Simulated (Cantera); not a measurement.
## Moist CO burnout

An isothermal, constant-pressure homogeneous reactor starts with 0.984 % CO, 0.344 % O2, 0.315 % H2O, 98.4 % N2, equivalence ratio 1.4, at 948 K and 0.711 atm.

Detailed kinetics in Cantera: GRI-Mech 3.0 (53 species, 325 reactions).

```
t (s)        x CO      x O2    x H2O      x H2      x NO      x OH
--------  -------  --------  -------  --------  --------  --------
9.00e-6   0.00984   0.00344  0.00315    <1e-12    <1e-12    <1e-12
3.15e-5   0.00984   0.00344  0.00315    <1e-12    <1e-12    <1e-12
0.000110  0.00984   0.00344  0.00315    <1e-12    <1e-12    <1e-12
0.000385  0.00984   0.00344  0.00315    <1e-12    <1e-12    <1e-12
0.00134   0.00984   0.00344  0.00315    <1e-12    <1e-12    <1e-12
0.00470   0.00984   0.00344  0.00315    <1e-12    <1e-12    <1e-12
0.0164    0.00984   0.00344  0.00315  2.26e-12    <1e-12    <1e-12
0.0574    0.00984   0.00344  0.00315  3.68e-11    <1e-12  5.16e-12
0.201     0.00984   0.00344  0.00315   3.92e-9    <1e-12  3.10e-10
0.702     0.00973   0.00339  0.00314   4.78e-6  3.06e-12   1.34e-8
2.45      0.00900   0.00304  0.00312   2.95e-5  6.66e-11   2.76e-8
8.58      0.00257   5.87e-8  0.00277  0.000387   1.43e-8   9.30e-9
30.0      0.00246  5.31e-10  0.00266  0.000500   1.13e-8  6.41e-10
```
x: mole fraction; the columns are a selection and need not sum to one.

Equilibrium at this temperature and pressure: CO 0.00198, O2 <1e-12, H2O 0.00217, H2 0.000984, NO <1e-12, OH <1e-12 (gas phase only).
